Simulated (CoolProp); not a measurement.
Vapour-liquid equilibrium of R152A (1) + methanol (2) at 280.6 K; x and y are mole fractions of (1).

Values from CoolProp's multi-fluid Helmholtz-energy mixture model, Outcalt 1996 and de Reuck 1993; pair parameters Bell 2016.

Q: Give the bubble pressure and the first vapour's composition at x = 0.2, 0.275, 0.425. Is there an azeotrope?

A: x = 0.2: 1.786 bar, y = 0.965; x = 0.275: 1.960 bar, y = 0.969; x = 0.425: 2.165 bar, y = 0.973. No azeotrope shows between x = 0.05 and 0.95.

The pair parameters rest on a limited set of measurements; away from them the model extrapolates. With so large a gap from Raoult's law the liquid may split in two, which this calculation doesn't test in full.
